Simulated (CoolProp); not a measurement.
Computed with CoolProp (reference Helmholtz-energy equation of state, Lemmon 2013).

Q: For propylene, give the phase and the cp (kJ/(kg K)), cv (kJ/(kg K)), Joule-Thomson coefficient (K/MPa), isothermal compressibility (1/MPa) at 301.1 K and 228 bar; 301.1 K and 273 bar.

A: 
- 301.1 K and 228 bar: liquid; cp 2.36, cv 1.56, Joule-Thomson coefficient -0.293, isothermal compressibility 0.00290
- 301.1 K and 273 bar: liquid; cp 2.33, cv 1.56, Joule-Thomson coefficient -0.324, isothermal compressibility 0.00260
